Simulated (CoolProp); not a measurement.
The numbers come from the reference Helmholtz-energy equation of state, Wu 2012 in CoolProp.

Question: Give the vapour pressure (kPa), liquid density (kg/m³), enthalpy of vaporisation (kJ/kg), liquid cp (kJ/(kg K)) of saturated fluoroethane (R161) at 190.2, 192, 215.9 K.

Answer: 
```csv
T (K),p (kPa),liquid density (kg/m³),enthalpy of vaporisation (kJ/kg),liquid cp (kJ/(kg K))
190.2,6.99,879,470,1.93
192,7.99,876,469,1.93
215.9,37.3,845,445,1.92
```
